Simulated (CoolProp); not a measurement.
Vapour-liquid equilibrium of R22 (1) + n-hexane (2) at -16.25 °C; x and y are mole fractions of (1).

The numbers come from the multi-fluid Helmholtz-energy mixture model, Kamei 1995 and Thol 2019; pair parameters Bell 2016 in CoolProp.

```json
[
 {"x": "0.05", "bubble pressure, mixture model (bar)": "0.2698", "bubble pressure, Raoult's law (bar)": "0.1639", "y, mixture model": "0.915", "y, Raoult's law": "0.863"},
 {"x": "0.2", "bubble pressure, mixture model (bar)": "0.9275", "bubble pressure, Raoult's law (bar)": "0.5845", "y, mixture model": "0.978", "y, Raoult's law": "0.968"},
 {"x": "0.35", "bubble pressure, mixture model (bar)": "1.423", "bubble pressure, Raoult's law (bar)": "1.005", "y, mixture model": "0.987", "y, Raoult's law": "0.985"},
 {"x": "0.5", "bubble pressure, mixture model (bar)": "1.778", "bubble pressure, Raoult's law (bar)": "1.426", "y, mixture model": "0.991", "y, Raoult's law": "0.992"},
 {"x": "0.65", "bubble pressure, mixture model (bar)": "2.059", "bubble pressure, Raoult's law (bar)": "1.846", "y, mixture model": "0.993", "y, Raoult's law": "0.996"},
 {"x": "0.8", "bubble pressure, mixture model (bar)": "2.339", "bubble pressure, Raoult's law (bar)": "2.267", "y, mixture model": "0.996", "y, Raoult's law": "0.998"},
 {"x": "0.95", "bubble pressure, mixture model (bar)": "2.686", "bubble pressure, Raoult's law (bar)": "2.688", "y, mixture model": "0.999", "y, Raoult's law": "1.000"}
]
```

The largest gap from Raoult's law is +64.6 % in bubble pressure, at x = 0.05. No azeotrope shows between x = 0.05 and 0.95.

The pair parameters rest on a limited set of measurements; away from them the model extrapolates. With so large a gap from Raoult's law the liquid may split in two, which this calculation doesn't test in full.
